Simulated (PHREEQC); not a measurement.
0.57 g of hydrous ferric oxide (600 m²/g; 0.2 weak and 0.005 strong sites per Fe, Dzombak-Morel constants, diffuse double layer) in 1 kg of water with 0.01 mol/kgw of an inert sodium salt and 0.00014 mol/kgw Na2SO4, at 25 °C; the pH is set by adding NaOH or the inert anion's acid. Oxygen is held at 0.21 atm. The system is closed to CO2. No solid was allowed to form.

Computed with PHREEQC (ion-association model, wateq4f.dat).

Question: Predict S sorbed (%), surface charge σ (C/m²), surface potential ψ (mV) at pH = 3.38, 5.25, 7.88.

Answer: 
```csv
pH,S sorbed (%),surface charge σ (C/m²),surface potential ψ (mV)
3.38,100.0,0.232,186
5.25,98.6,0.071,127
7.88,1.1,0.003,12
```

The oxide is taken as insoluble; below pH 4 it would dissolve.
